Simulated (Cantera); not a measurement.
Input (Python, Cantera) and output of one run.

```python
import numpy as np
import cantera as ct

gas_names = """
    H HO2 H2 H2O H2O2 O OH O2 O3 Pb PbO Pb2
""".split()
cond_names = """
    H2O(s) H2O(L) Pb(cr) Pb(L) PbO(rd) PbO(yw) PbO(L) PbO2(s) Pb3O4(s)
""".split()


# ... load() reads the species with a 1 bar reference pressure and builds the phases ...
atoms = {
    'PbO': {'Pb': 1, 'O': 1},
    'H2': {'H': 2},
    'H2O': {'H': 2, 'O': 1},
}
top_T = {'Pb3O4(s)': 820}  # K; cautious upper limits of use, not melting points


# ... equilibrate(T, P, feed) seeds the gas with the atoms and calls Mixture.equilibrate('TP', solver="vcs", rtol=1e-11, max_steps=5000) ...
results = []
feed = {'PbO': 1, 'H2': 1.1, 'H2O': 0.17}  # mol
P = 10000  # Pa
for T in [973, 1023, 1073, 1123, 1173, 1223, 1273, 1323, 1373, 1423, 1473, 1523]:
    mix = equilibrate(T, P, feed)
    results.append((T, P, feed, dict(zip(mix.species_names, mix.species_moles))))
    x = sorted(zip(gas.X, gas.species_names), reverse=True)
    print(f"T = {T:g} K  P = {P:g} Pa  gas = {mix.phase_moles(0):.4g} mol")
    print("   x: " + "  ".join(f"{s} {v:.3e}" for v, s in x if v > 0.0001))
    print("   condensed (mol): " + ("  ".join(f"{mix.phase(i).name} {mix.phase_moles(i):.4g}"
          for i in range(1, mix.n_phases) if mix.phase_moles(i) > 1e-12) or "none"))
```

Result:

```
T = 973 K  P = 10000 Pa  gas = 1.27 mol
   x: H2O 9.212e-01  H2 7.873e-02
   condensed (mol): Pb(L) 0.9999
T = 1023 K  P = 10000 Pa  gas = 1.27 mol
   x: H2O 9.210e-01  H2 7.872e-02  Pb 2.666e-04
   condensed (mol): Pb(L) 0.9997
T = 1073 K  P = 10000 Pa  gas = 1.271 mol
   x: H2O 9.206e-01  H2 7.868e-02  Pb 7.308e-04
   condensed (mol): Pb(L) 0.9991
T = 1123 K  P = 10000 Pa  gas = 1.272 mol
   x: H2O 9.196e-01  H2 7.860e-02  Pb 1.827e-03
   condensed (mol): Pb(L) 0.9977
T = 1173 K  P = 10000 Pa  gas = 1.275 mol
   x: H2O 9.174e-01  H2 7.841e-02  Pb 4.218e-03
   condensed (mol): Pb(L) 0.9946
T = 1223 K  P = 10000 Pa  gas = 1.282 mol
   x: H2O 9.129e-01  H2 7.803e-02  Pb 9.075e-03
   condensed (mol): Pb(L) 0.9884
T = 1273 K  P = 10000 Pa  gas = 1.294 mol
   x: H2O 9.043e-01  H2 7.731e-02  Pb 1.836e-02
   condensed (mol): Pb(L) 0.9762
T = 1323 K  P = 10000 Pa  gas = 1.316 mol
   x: H2O 8.888e-01  H2 7.601e-02  Pb 3.516e-02
   condensed (mol): Pb(L) 0.9536
T = 1373 K  P = 10000 Pa  gas = 1.357 mol
   x: H2O 8.619e-01  H2 7.379e-02  Pb 6.415e-02  PbO 1.146e-04
   condensed (mol): Pb(L) 0.9127
T = 1423 K  P = 10000 Pa  gas = 1.431 mol
   x: H2O 8.174e-01  Pb 1.121e-01  H2 7.018e-02  PbO 2.920e-04
   condensed (mol): Pb(L) 0.8392
T = 1473 K  P = 10000 Pa  gas = 1.566 mol
   x: H2O 7.464e-01  Pb 1.883e-01  H2 6.454e-02  PbO 6.943e-04
   condensed (mol): Pb(L) 0.7038
T = 1523 K  P = 10000 Pa  gas = 1.833 mol
   x: H2O 6.367e-01  Pb 3.055e-01  H2 5.608e-02  PbO 1.540e-03  Pb2 1.479e-04
   condensed (mol): Pb(L) 0.4366
```

Equilibrium computed with Cantera from the NASA thermochemical tables; the gas is ideal and each condensed phase is pure. Gases not in the tables: (PbO)n polymers.
